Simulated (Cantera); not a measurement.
## Abatement and gas-phase synthesis: CS2 + H2 + H2O

A closed system holds: 1 mol CS2, 9.2 mol H2, 9.8 mol H2O, equilibrated at 0.100 bar.

Cantera equilibrium calculation (NASA polynomials, part measured and part estimated; ideal gas, pure solids and liquids). Candidate condensed phases: C, C6H6, C7H8, C8H18, H2O, H2SO4, S; 123 gas species. Equilibrium is a limit: real reactors are often held back by kinetics, nucleation or transport.

```csv
T (°C),x H2,x H2O,x H2S,x CO,x S2,x CO2,x SO2,x SH
1125,0.440,0.420,0.0804,0.0342,0.00875,0.0151,0.000257,0.000651
1175,0.445,0.419,0.0729,0.0352,0.0121,0.0140,0.000443,0.000958
1225,0.450,0.418,0.0649,0.0360,0.0155,0.0130,0.000715,0.00134
1275,0.456,0.416,0.0571,0.0368,0.0187,0.0120,0.00109,0.00180
1325,0.461,0.414,0.0498,0.0374,0.0215,0.0112,0.00159,0.00233
1375,0.466,0.412,0.0431,0.0380,0.0239,0.0105,0.00223,0.00292
1425,0.471,0.409,0.0372,0.0385,0.0257,0.00979,0.00302,0.00357
1475,0.476,0.406,0.0321,0.0390,0.0270,0.00919,0.00397,0.00427
1525,0.481,0.402,0.0276,0.0394,0.0278,0.00863,0.00507,0.00501
1575,0.486,0.398,0.0237,0.0397,0.0280,0.00812,0.00631,0.00578
1625,0.490,0.393,0.0204,0.0401,0.0277,0.00764,0.00767,0.00656
1675,0.494,0.388,0.0176,0.0403,0.0270,0.00720,0.00912,0.00734
```
x: gas mole fraction; nothing condenses.

From 1125 °C to 1675 °C nothing is condensed. The main C-bearing gas is CO throughout.
